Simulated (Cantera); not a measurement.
What does this Cantera script print?

```python
import numpy as np
import cantera as ct

gas_names = """
    H HNO HNO2 HNO3 HO2 H2 H2O H2O2 N NH NH2 NH3 NH2OH NO NO2 NO3 N2 N2H2 N2H4 N2O O OH O2 O3 V VN VO
    VO2
""".split()
cond_names = """
    H2O(s) H2O(L) V(cr) V(L) VN(s) VO(s) VO(L) V2O3(s) V2O3(L) V2O4(I) V2O4(II) V2O4(L) V2O5(s) V2O5(L)
""".split()


# ... load() reads the species with a 1 bar reference pressure and builds the phases ...
atoms = {
    'V': {'V': 1},
    'H2O': {'H': 2, 'O': 1},
    'N2O': {'N': 2, 'O': 1},
}
top_T = {'VN(s)': 2300}  # K; cautious upper limits of use, not melting points


# ... equilibrate(T, P, feed) seeds the gas with the atoms and calls Mixture.equilibrate('TP', solver="vcs", rtol=1e-11, max_steps=5000) ...
results = []
feed = {'V': 1, 'H2O': 0.029, 'N2O': 7.1}  # mol
T = 798.15  # K
P = 1.3  # Pa
mix = equilibrate(T, P, feed)
results.append((T, P, feed, dict(zip(mix.species_names, mix.species_moles))))
x = sorted(zip(gas.X, gas.species_names), reverse=True)
print(f"T = {T:g} K  P = {P:g} Pa  gas = {mix.phase_moles(0):.4g} mol")
print("   x: " + "  ".join(f"{s} {v:.3e}" for v, s in x if v > 1e-06))
print("   condensed (mol): " + ("  ".join(f"{mix.phase(i).name} {mix.phase_moles(i):.4g}"
      for i in range(1, mix.n_phases) if mix.phase_moles(i) > 1e-12) or "none"))
```

Output:

```
T = 798.15 K  P = 1.3 Pa  gas = 9.429 mol
   x: N2 7.530e-01  O2 2.439e-01  H2O 3.076e-03  NO 2.045e-06
   condensed (mol): V2O5(s) 0.5
```

These are equilibrium values from Cantera (NASA tables, ideal gas, pure condensed phases), not measurements of a reactor. Condensed phases not in the tables: the oxides between V2O3 and V2O5 other than VO2. Gases not in the tables: V4O10.
